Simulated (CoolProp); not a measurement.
Properties of carbon dioxide at several states.

Values from CoolProp's reference Helmholtz-energy equation of state, Span 1996.

```
T (K)  p (kPa)          phase  density (kg/m³)  cp (kJ/(kg K))  expansivity (1/kK)  fugacity coefficient
-----  -------  -------------  ---------------  --------------  ------------------  --------------------
949.4    37800  supercritical            193.0           1.294               1.098                 1.084
791.3     56.7            gas           0.3793           1.166               1.264                 1.000
738      26500  supercritical            183.6           1.252               1.567                 1.021
```
